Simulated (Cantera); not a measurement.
Cantera run:

```python
import numpy as np
import cantera as ct

gas_names = """
    C CO COS CO2 CS CS2 C2 C2O C3 C3O2 C4 C5 Mg MgO MgS Mg2 O O2 O3 S SO SO2 SO3 S2 S2O S8
""".split()
cond_names = """
    C(gr) Mg(cr) Mg(L) MgCO3(s) MgO(s) MgO(L) MgS(s) MgSO4(s) MgSO4(L) S(cr1) S(cr2) S(L)
""".split()


# ... load() reads the species with a 1 bar reference pressure and builds the phases ...
atoms = {
    'MgSO4': {'Mg': 1, 'S': 1, 'O': 4},
    'CO2': {'C': 1, 'O': 2},
}
top_T = {'C(gr)': 4500, 'MgS(s)': 2250}  # K; cautious upper limits of use, not melting points


# ... equilibrate(T, P, feed) seeds the gas with the atoms and calls Mixture.equilibrate('TP', solver="vcs", rtol=1e-11, max_steps=5000) ...
results = []
feed = {'MgSO4': 1, 'CO2': 0.045}  # mol
P = 1333.22  # Pa
for T in [700, 850, 1000, 1150, 1300, 1450, 1600]:
    mix = equilibrate(T, P, feed)
    results.append((T, P, feed, dict(zip(mix.species_names, mix.species_moles))))
    x = sorted(zip(gas.X, gas.species_names), reverse=True)
    print(f"T = {T:g} K  P = {P:g} Pa  gas = {mix.phase_moles(0):.4g} mol")
    print("   x: " + "  ".join(f"{s} {v:.3e}" for v, s in x if v > 1e-06))
    print("   condensed (mol): " + ("  ".join(f"{mix.phase(i).name} {mix.phase_moles(i):.4g}"
          for i in range(1, mix.n_phases) if mix.phase_moles(i) > 1e-12) or "none"))
```

It prints:

```
T = 700 K  P = 1333.22 Pa  gas = 0.045 mol
   x: CO2 1.000e+00
   condensed (mol): MgO(s) 1.863e-09  MgSO4(s) 1
T = 850 K  P = 1333.22 Pa  gas = 0.04501 mol
   x: CO2 9.999e-01  SO2 9.065e-05  O2 4.532e-05  SO3 1.018e-06
   condensed (mol): MgO(s) 4.125e-06  MgSO4(s) 1
T = 1000 K  P = 1333.22 Pa  gas = 0.04633 mol
   x: CO2 9.713e-01  SO2 1.887e-02  O2 9.436e-03  SO3 3.824e-04
   condensed (mol): MgO(s) 0.0008921  MgSO4(s) 0.9991
T = 1150 K  P = 1333.22 Pa  gas = 1.533 mol
   x: SO2 6.363e-01  O2 3.181e-01  CO2 2.936e-02  SO3 1.625e-02
   condensed (mol): MgO(s) 1
T = 1300 K  P = 1333.22 Pa  gas = 1.541 mol
   x: SO2 6.438e-01  O2 3.219e-01  CO2 2.920e-02  SO3 5.149e-03
   condensed (mol): MgO(s) 1
T = 1450 K  P = 1333.22 Pa  gas = 1.543 mol
   x: SO2 6.458e-01  O2 3.229e-01  CO2 2.916e-02  SO3 2.063e-03  O 9.884e-06  SO 1.500e-06  CO 1.001e-06
   condensed (mol): MgO(s) 1
T = 1600 K  P = 1333.22 Pa  gas = 1.544 mol
   x: SO2 6.465e-01  O2 3.233e-01  CO2 2.913e-02  SO3 9.839e-04  O 7.141e-05  SO 1.570e-05  CO 8.846e-06
   condensed (mol): MgO(s) 1
```

These are equilibrium values from Cantera (NASA tables, ideal gas, pure condensed phases), not measurements of a reactor.
